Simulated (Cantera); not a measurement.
Input (Python, Cantera):

```python
import numpy as np
import cantera as ct

gas = ct.Solution("gri30.yaml")
gas.TPX = 1798, 1000000, {'CH4': 1, 'O2': 3.33, 'N2': 12.5, 'CO2': 3.3}
reactor = ct.IdealGasConstPressureReactor(gas, energy="on", clone=False)
net = ct.ReactorNet([reactor])
net.rtol, net.atol = 1e-08, 1e-16
show = ['CH4', 'O2', 'CO2', 'C2H2', 'HO2', 'H2O', 'NO']
times = np.geomspace(5e-06, 2, 15)

steps = ct.SolutionArray(gas, extra=["t"])
rows = []
print(f"{'t/s':>10s}{'T/K':>9s}{'P/Pa':>11s}" + "".join(f"{s:>11s}" for s in show))
for t in times:
    while net.time < t:
        t_next = net.step()
        steps.append(gas.state, t=t_next)
    rows.append([np.interp(t, steps.t, y) for y in (steps.T, steps.P, *steps(*show).X.T)])
    print(f"{t:10.3e}{rows[-1][0]:9.1f}{rows[-1][1]:11.4g}" + "".join(f"{x:11.3e}" for x in rows[-1][2:]))
rate = np.gradient(steps.T, steps.t)
print("integrator steps:", len(steps.t))
if steps.T.max() > steps.T[0] + 200:
    print(f"time of steepest temperature rise: {steps.t[rate.argmax()]:.4e} s")
gas.TPX = 1798, 1000000, {'CH4': 1, 'O2': 3.33, 'N2': 12.5, 'CO2': 3.3}
gas.equilibrate("HP")
print(f"equilibrium (HP): T = {gas.T:.1f} K  " + "  ".join(f"{s} {gas[s].X[0]:.3e}" for s in show))
```

Output:

```
       t/s      T/K       P/Pa        CH4         O2        CO2       C2H2        HO2        H2O         NO
 5.000e-06   1798.0      1e+06  4.899e-02  1.651e-01  1.639e-01  3.330e-08  2.530e-05  3.521e-04  3.741e-11
 1.256e-05   1818.8      1e+06  4.287e-02  1.609e-01  1.636e-01  8.726e-06  1.390e-04  5.086e-03  6.213e-10
 3.157e-05   2520.0      1e+06  1.088e-15  7.325e-02  1.882e-01  1.140e-17  1.444e-05  9.144e-02  7.988e-05
 7.933e-05   2587.4      1e+06  2.798e-17  6.982e-02  1.975e-01  1.610e-20  1.339e-05  9.320e-02  3.527e-04
 1.993e-04   2587.0      1e+06  2.729e-17  6.946e-02  1.976e-01  1.207e-20  1.332e-05  9.323e-02  1.006e-03
 5.008e-04   2584.8      1e+06  2.704e-17  6.869e-02  1.977e-01  1.175e-20  1.314e-05  9.328e-02  2.536e-03
 1.258e-03   2580.2      1e+06  2.652e-17  6.712e-02  1.979e-01  1.109e-20  1.277e-05  9.338e-02  5.663e-03
 3.162e-03   2573.7      1e+06  2.577e-17  6.494e-02  1.981e-01  1.020e-20  1.227e-05  9.352e-02  9.997e-03
 7.946e-03   2570.1      1e+06  2.535e-17  6.375e-02  1.983e-01  9.722e-21  1.200e-05  9.359e-02  1.237e-02
 1.997e-02   2569.8      1e+06  2.532e-17  6.365e-02  1.983e-01  9.683e-21  1.198e-05  9.360e-02  1.258e-02
 5.017e-02   2569.8      1e+06  2.532e-17  6.365e-02  1.983e-01  9.683e-21  1.198e-05  9.360e-02  1.258e-02
 1.261e-01   2569.8      1e+06  2.532e-17  6.365e-02  1.983e-01  9.683e-21  1.198e-05  9.360e-02  1.258e-02
 3.168e-01   2569.8      1e+06  2.532e-17  6.365e-02  1.983e-01  9.683e-21  1.198e-05  9.360e-02  1.258e-02
 7.959e-01   2569.8      1e+06  2.532e-17  6.365e-02  1.983e-01  9.683e-21  1.198e-05  9.360e-02  1.258e-02
 2.000e+00   2569.8      1e+06  2.532e-17  6.365e-02  1.983e-01  9.683e-21  1.198e-05  9.360e-02  1.258e-02
integrator steps: 1564
time of steepest temperature rise: 1.9160e-05 s
equilibrium (HP): T = 2569.8 K  CH4 3.569e-17  O2 6.365e-02  CO2 1.983e-01  C2H2 1.098e-20  HO2 1.198e-05  H2O 9.360e-02  NO 1.258e-02
```

Computed with Cantera and GRI-Mech 3.0 (53 species, 325 reactions).
